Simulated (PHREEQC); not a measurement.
## Leach liquor

Make-up at 65 °C: 0.072 mol/kgw H2SO4 and 7e-05 mol/kgw LiCl. Closed to the air; pH follows from the charge balance.

Equilibrium calculation in PHREEQC: Pitzer model, pitzer.dat.

| Item | Result |
|---|---|
| pH | 1.19 |
| ionic strength | 0.0907 mol/kgw |
| specific conductance | 55900 µS/cm |
| density | 0.985 g/cm³ |
| osmotic coefficient | 0.921 |
| total alkalinity | -144 meq/kg |

```tsv
species	molality	activity	log γ
H+	0.0813	0.0644	-0.101
HSO4-	0.0627	0.0495	-0.102
SO4-2	0.00933	0.00248	-0.576
Cl-	7.00e-5	5.34e-5	-0.117
Li+	7.00e-5	5.25e-5	-0.125
```

This is a speciation only: nothing precipitates in the calculation. Complexes and solids missing from the database can't appear. Constants without temperature data keep their 25 °C values here.
